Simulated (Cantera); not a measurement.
A Cantera script and what it prints.

```python
import numpy as np
import cantera as ct

gas_names = """
    CL CLO CL2 O O2 O3 Ti TiCL TiCL2 TiCL3 TiCL4 TiO TiOCL TiOCL2 TiO2
""".split()
cond_names = """
    Ti(a) Ti(b) Ti(L) TiCL2(s) TiCL3(s) TiCL4(L) TiO(a) TiO(b) TiO(L) TiO2(ru) TiO2(L) Ti2O3(a) Ti2O3(b)
    Ti2O3(L) Ti3O5(a) Ti3O5(b) Ti3O5(L) Ti4O7(s) Ti4O7(L)
""".split()


def load(file, names, dense=False):
    # The tables refer to 1 bar. Condensed volumes are neglected.
    table = {s.name: s for s in ct.Species.list_from_file(file)}
    out = []
    for n in names:
        d = dict(table[n].input_data)
        d["thermo"] = dict(d["thermo"], **{"reference-pressure": 1e5})
        if dense:
            d["equation-of-state"] = {"model": "constant-volume", "density": "1e6 g/cm^3"}
        out.append(ct.Species.from_dict(d))
    return out


gas = ct.Solution(thermo="ideal-gas", species=load("nasa_gas.yaml", gas_names))
cond = {s.name: ct.Solution(thermo="fixed-stoichiometry", species=[s], name=s.name)
        for s in load("nasa_condensed.yaml", cond_names, dense=True)}
atoms = {
    'TiCl4': {'Ti': 1, 'CL': 4},
    'O2': {'O': 2},
}
top_T = {'TiCL2(s)': 1300, 'TiCL3(s)': 1000}  # K; cautious upper limits of use, not melting points


def equilibrate(T, P, feed):
    n = {}
    for name, mol in feed.items():
        for a, k in atoms[name].items():
            n[a] = n.get(a, 0.0) + k * mol
    gas.TPX = T, P, n
    mass = sum(n.values()) * gas.mean_molecular_weight
    gas.equilibrate("TP")
    valid = [c for c in cond.values() if c.min_temp <= T <= top_T.get(c.name, c.max_temp)]
    mix = ct.Mixture([(gas, mass / gas.mean_molecular_weight)] + [(c, 0.0) for c in valid])
    mix.T, mix.P = T, P
    mix.equilibrate("TP", solver="vcs", rtol=1e-11, max_steps=5000)
    return mix


results = []
feed = {'TiCl4': 1, 'O2': 0.48}  # mol
T = 1625  # K
P = 80  # Pa
mix = equilibrate(T, P, feed)
results.append((T, P, feed, dict(zip(mix.species_names, mix.species_moles))))
x = sorted(zip(gas.X, gas.species_names), reverse=True)
print(f"T = {T:g} K  P = {P:g} Pa  gas = {mix.phase_moles(0):.4g} mol")
print("   x: " + "  ".join(f"{s} {v:.3e}" for v, s in x if v > 1e-05))
print("   condensed (mol): " + ("  ".join(f"{mix.phase(i).name} {mix.phase_moles(i):.4g}"
      for i in range(1, mix.n_phases) if mix.phase_moles(i) > 1e-12) or "none"))
```

Output:

```
T = 1625 K  P = 80 Pa  gas = 2.405 mol
   x: CL 7.549e-01  TiCL4 2.026e-01  CL2 2.819e-02  TiCL3 1.290e-02  TiOCL2 1.399e-03
   condensed (mol): TiO2(ru) 0.4783
```

Equilibrium computed with Cantera from the NASA thermochemical tables; the gas is ideal and each condensed phase is pure.
